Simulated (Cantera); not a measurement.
Input (Python, Cantera) and output of one run.

```python
import numpy as np
import cantera as ct

gas_names = """
    CL CL2 H HCL H2 Si SiCL SiCL2 SiCL3 SiCL4 SiH SiHCL3 SiH2 SiH2CL2 SiH3 SiH3CL SiH4 Si2 Si3
""".split()
cond_names = """
    Si(cr) Si(L)
""".split()


# ... load() reads the species with a 1 bar reference pressure and builds the phases ...
atoms = {
    'SiCl4': {'Si': 1, 'CL': 4},
    'H2': {'H': 2},
}
top_T = {}  # K; cautious upper limits of use, not melting points


# ... equilibrate(T, P, feed) seeds the gas with the atoms and calls Mixture.equilibrate('TP', solver="vcs", rtol=1e-11, max_steps=5000) ...
results = []
feed = {'SiCl4': 1, 'H2': 0.45}  # mol
T = 1025  # K
P = 13332.2  # Pa
mix = equilibrate(T, P, feed)
results.append((T, P, feed, dict(zip(mix.species_names, mix.species_moles))))
print(gas.report(threshold=0.001))
for i in range(1, mix.n_phases):
    print(f"{mix.phase(i).name:16s} {mix.phase_moles(i):12.5e} mol")
```

Output:

```
       temperature   1025 K
          pressure   13332 Pa
           density   0.18373 kg/m^3
  mean mol. weight   117.45 kg/kmol
   phase of matter   gas

                          1 kg             1 kmol
                     ---------------   ---------------
          enthalpy        -3.361e+06       -3.9474e+08  J
   internal energy       -3.4335e+06       -4.0326e+08  J
           entropy            3324.7        3.9047e+05  J/K
    Gibbs function       -6.7688e+06       -7.9497e+08  J
 heat capacity c_p            699.05             82101  J/K
 heat capacity c_v            628.26             73787  J/K

                      mass frac. Y      mole frac. X     chem. pot. / RT
                     ---------------   ---------------   ---------------
               HCL          0.013036          0.041996           -40.357
                H2         0.0046405           0.27034            -20.89
             SiCL3         0.0051336         0.0044849           -96.337
             SiCL4            0.9352           0.64653           -126.25
            SiHCL3          0.041253          0.035772           -106.78
     [  +14 minor]         0.0007364        0.00086939

Si(cr)            0.00000e+00 mol
```

Method: chemical equilibrium by Gibbs-energy minimisation in Cantera with the NASA 1993 tables (ideal gas, pure condensed phases). The tables' values for SiCl3 are old estimates; treat these amounts as uncertain.
